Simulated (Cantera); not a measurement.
Input: 1 mol Si, 0.91 mol CO, 2.5 mol N₂, held at 410000 Pa.

Cantera equilibrium calculation (NASA polynomials, part measured and part estimated; ideal gas, pure solids and liquids). Candidate condensed phases: C, Si, SiC, SiO₂, Si₂N₂O, Si₃N₄; 34 gas species. Rates play no part. All values below are at 1650 K.

Base state: N₂ 0.830, CO 0.170, CO₂ 2.38e-5 (mole fractions); condensed: C(graphite) + Si₂N₂O(s).

Q: What changes in the equilibrium state with this change: pressure from 410000 Pa to 36.0 Pa?

A: 
```
species            before     after
----------------  -------  --------
N₂                  0.830     0.733
SiO               7.44e-6     0.147
CO                  0.170     0.120
Si                  <1e-9  0.000173
CO₂               2.38e-5   1.96e-8
C(graphite), mol    0.500         0
Si₂N₂O(s), mol      0.500         0
SiC(s), mol             0     0.500
```
